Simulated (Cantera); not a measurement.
A closed system holds: 1 mol B2H6, 0.11 mol H2O, 37 mol H2, at 1525 °C and 133 Pa.

Method: chemical equilibrium by Gibbs-energy minimisation in Cantera with the NASA 1993 tables (ideal gas, pure condensed phases). Candidate condensed phases: B, B2O3, B3O3H3, H2O; 23 gas species. The feed counts by its element totals alone. The tables' values for BH2 are old estimates; treat these amounts as uncertain. Equilibrium is a limit: real reactors are often held back by kinetics, nucleation or transport.

Base state: H2 0.988, H 0.00959, HBO 0.00228, BO 0.000396, BH2 0.000127, B2O2 2.02e-5 (mole fractions); condensed: B(s).

Q: What changes in the equilibrium state with this change: temperature from 1525 °C to 775 °C?

A: 
```
species         before     after
------------  --------  --------
H2               0.988     1.000
B3O3H3           <1e-9  0.000232
HBO            0.00228   7.93e-5
H              0.00959   2.12e-7
BO            0.000396   1.04e-9
BH2           0.000127   1.18e-8
B2O2           2.02e-5   2.77e-7
B(s), mol         1.88      1.92
B2O3(l), mol         0    0.0263
```
Mutual solubility and eutectic melting of coexisting phases are not modelled.

Q: What changes in the equilibrium state with this change: B2H6 replaced by B2O3?

A: 
```json
[
 {"species": "H2", "before": "0.988", "after": "0.944"},
 {"species": "HBO2", "before": "1.61e-7", "after": "0.0180"},
 {"species": "HBO", "before": "0.00228", "after": "0.0142"},
 {"species": "B2O3", "before": "1.07e-8", "after": "0.00784"},
 {"species": "H2O", "before": "1.77e-7", "after": "0.00305"},
 {"species": "BO2", "before": "<1e-9", "after": "1.43e-5"},
 {"species": "B(s), mol", "before": "1.88", "after": "0"}
]
```
